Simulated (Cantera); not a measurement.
Input (Python, Cantera) and output of one run.

```python
import numpy as np
import cantera as ct

gas_names = """
    O2 F2
""".split()
cond_names = """
    Mg(L) MgF2(s) MgO(s)
""".split()


# ... load() reads the species with a 1 bar reference pressure and builds the phases ...
species = {s.name: s for s in load("nasa_gas.yaml", gas_names) + load("nasa_condensed.yaml", cond_names)}
T = 925
g = {n: (s.thermo.h(T) - T * s.thermo.s(T)) / (ct.gas_constant * T * np.log(10)) for n, s in species.items()}
valid = cond_names  # the entries whose range holds T


def stable(la, lb):
    # potentials (over RT ln 10) of the two non-metals from log10 p(O2) and log10 p(F2) in bar
    mu = {}
    mu["O"] = (g["O2"] + la) / 2
    mu["F"] = (g["F2"] + lb) / 2
    cost = {}
    for n in valid:
        c = species[n].composition
        cost[n] = (g[n] - sum(c.get(e, 0) * m for e, m in mu.items())) / c["Mg"]
    return min(cost, key=cost.get)


results = []
for lb in [0, -2.8, -5.7, -8.5, -11.3, -14.2, -17, -19.8, -22.7, -25.5, -28.3, -31.2, -34]:
    row = [stable(la, lb) for la in [-47, -44.2, -41.5, -38.7, -35.9, -33.2, -30.4, -27.6, -24.9, -22.1, -19.4, -16.6, -13.8, -11.1, -8.3, -5.5, -2.8, 0]]
    results.append(row)
    print(f"{lb:6.1f}  " + " ".join(f"{valid.index(n):x}" for n in row))
print("key: " + ", ".join(f"{i:x} {n}" for i, n in enumerate(valid)))
```

Result:

```
   0.0  1 1 1 1 1 1 1 1 1 1 1 1 1 1 1 1 1 1
  -2.8  1 1 1 1 1 1 1 1 1 1 1 1 1 1 1 1 1 1
  -5.7  1 1 1 1 1 1 1 1 1 1 1 1 1 1 1 1 1 1
  -8.5  1 1 1 1 1 1 1 1 1 1 1 1 1 1 1 1 1 1
 -11.3  1 1 1 1 1 1 1 1 1 1 1 1 1 1 1 1 1 1
 -14.2  1 1 1 1 1 1 1 1 1 1 1 1 1 1 1 1 1 1
 -17.0  1 1 1 1 1 1 1 1 1 1 1 1 1 1 1 1 1 1
 -19.8  1 1 1 1 1 1 1 1 1 1 1 1 1 1 1 1 1 1
 -22.7  1 1 1 1 1 1 1 1 1 1 1 1 1 1 1 1 1 1
 -25.5  1 1 1 1 1 1 1 1 1 1 1 1 1 1 1 1 1 1
 -28.3  1 1 1 1 1 1 1 1 1 1 1 1 1 1 1 1 2 2
 -31.2  1 1 1 1 1 1 1 1 1 1 1 1 1 1 2 2 2 2
 -34.0  1 1 1 1 1 1 1 1 1 1 1 1 2 2 2 2 2 2
key: 0 Mg(L), 1 MgF2(s), 2 MgO(s)
```

Cantera with NASA thermochemical tables; ideal gases at 1 bar, condensed phases pure. Not in the tables: oxide halides.
